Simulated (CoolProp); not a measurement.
Oxygen at 282.93 K and 18.8 MPa flows at 0.74 m/s in a round tube of 20 mm bore and 1.5 µm roughness, fully developed (64/Re and Nu = 3.66 if laminar; Colebrook and Gnielinski if turbulent). Each further row changes one setting.

Computed with CoolProp (reference Helmholtz-energy equation of state, Schmidt 1985).

```json
[
 {"case": "as stated", "Reynolds number": "156000", "Darcy friction factor": "___", "pressure drop (Pa/m)": "___", "heat-transfer coefficient (W/(m² K))": "___", "mass flow (kg/h)": "232"},
 {"case": "velocity 1.48 m/s", "Reynolds number": "312000", "Darcy friction factor": "___", "pressure drop (Pa/m)": "230", "heat-transfer coefficient (W/(m² K))": "___", "mass flow (kg/h)": "465"},
 {"case": "diameter 40 mm", "Reynolds number": "312000", "Darcy friction factor": "___", "pressure drop (Pa/m)": "___", "heat-transfer coefficient (W/(m² K))": "___", "mass flow (kg/h)": "930"}
]
```

### Question
Some entries are withheld; supply them.

### Answer

- as stated, Darcy friction factor: 0.0169
- as stated, pressure drop (Pa/m): 64.4
- as stated, heat-transfer coefficient (W/(m² K)): 575
- velocity 1.48 m/s, Darcy friction factor: 0.0151
- velocity 1.48 m/s, heat-transfer coefficient (W/(m² K)): 1030
- diameter 40 mm, Darcy friction factor: 0.0147
- diameter 40 mm, pressure drop (Pa/m): 28.0
- diameter 40 mm, heat-transfer coefficient (W/(m² K)): 501

Viscosity comes from a separate model (Lemmon 2004). Thermal conductivity comes from a separate model (Lemmon 2004).
